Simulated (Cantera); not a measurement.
Stirred combustor or abatement burner

A perfectly stirred reactor is fed with 8.58 % CH3OH, 19.2 % O2, 72.2 % N2, equivalence ratio 0.67, at 0.410 bar; it is adiabatic with a 600 K inlet, and is followed from long to short residence time, starting on the burning branch (τ in s: 0.055, 0.026, 0.012, 0.0057, 0.0027, 0.0012, 0.00058, 0.00027, 0.00013, 6e-05, 2.8e-05, 1.3e-05).

Cantera simulation using GRI-Mech 3.0 (53 species, 325 reactions); the numbers are that mechanism's predictions, not measurements. GRI-Mech 3.0 was tuned for natural gas; its chemistry of methanol as a main component is partial and can be far from experiment.

```tsv
τ (s)	T (K)	x CH3OH	x O2	x CH3	x CH4	x C2H6	x NO	x C2H2
0.055	2011	3.31e-6	0.0610	1.00e-7	1.75e-8	<1e-12	0.000163	<1e-12
0.026	1989	5.46e-6	0.0615	1.76e-7	2.56e-8	<1e-12	9.91e-5	1.19e-12
0.012	1958	9.14e-6	0.0622	3.60e-7	4.45e-8	<1e-12	5.68e-5	3.48e-12
0.0057	1921	1.53e-5	0.0632	7.74e-7	8.65e-8	<1e-12	3.27e-5	1.20e-11
0.0027	1879	2.69e-5	0.0645	1.72e-6	1.87e-7	3.38e-12	1.92e-5	4.67e-11
0.0012	1829	5.32e-5	0.0664	4.09e-6	4.78e-7	2.14e-11	1.11e-5	2.20e-10
0.00058	1782	0.000109	0.0691	8.91e-6	1.20e-6	1.24e-10	6.47e-6	9.53e-10
0.00027	1720	0.000291	0.0749	2.09e-5	3.65e-6	1.10e-9	2.72e-6	5.35e-9
0.00013	600	0.0858	0.192	<1e-12	<1e-12	<1e-12	<1e-12	<1e-12
6.0e-5	600	0.0858	0.192	<1e-12	<1e-12	<1e-12	<1e-12	<1e-12
2.8e-5	600	0.0858	0.192	<1e-12	<1e-12	<1e-12	<1e-12	<1e-12
1.3e-5	600	0.0858	0.192	<1e-12	<1e-12	<1e-12	<1e-12	<1e-12
```
x: mole fraction; the columns are a selection and need not sum to one.
